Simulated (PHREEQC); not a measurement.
0.076 g of hydrous ferric oxide (600 m²/g; 0.2 weak and 0.005 strong sites per Fe, Dzombak-Morel constants, diffuse double layer) in 1 kg of water with 0.01 mol/kgw of an inert sodium salt and 6.7e-06 mol ZnSO4, at 25 °C; the pH is set by adding NaOH or the inert anion's acid. Oxygen is held at 0.21 atm. The system is closed to CO2. Nothing may precipitate in this run.

Model: ion-association model, wateq4f.dat, run in PHREEQC.

**Question.** Predict S sorbed (%), Zn sorbed (%), surface charge σ (C/m²) at pH = 7, 8.

**Answer.** 
```csv
pH,S sorbed (%),Zn sorbed (%),surface charge σ (C/m²)
7,6.9,75.1,0.018
8,0.1,99.2,0.002
```

The oxide is taken as insoluble; below pH 4 it would dissolve.
